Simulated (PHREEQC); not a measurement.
Make-up at 25 °C: 0.0016 mol HCl and 0.0067 mol Li2SO4 per kg of water. It is in equilibrium with CO2 at log p = -1 (atm). Otherwise closed; pH follows from the charge balance.

Equilibrium calculation in PHREEQC: Pitzer model, pitzer.dat.

| quantity | before | after |
|---|---|---|
| pH | 2.99 | 3.69 |
| ionic strength (mol/kgw) | 0.0209 | 0.0203 |
| SO4-2 (mol/kgw) | 0.00630 | 0.00661 |
| HSO4- (mol/kgw) | 0.000405 | 8.70e-5 |
| HCO3- (mol/kgw) | 1.77e-6 | 8.74e-6 |

Problem. What was changed between the two runs?
A) 0.00021 mol/kgw KBr added
B) temperature from 25 to 90 °C
C) HCl from 0.0016 to 0.00032 mol/kgw
D) 0.00086 mol/kgw Na2B4O7 added

Solution. C, HCl from 0.0016 to 0.00032 mol/kgw

No solid was allowed to form.
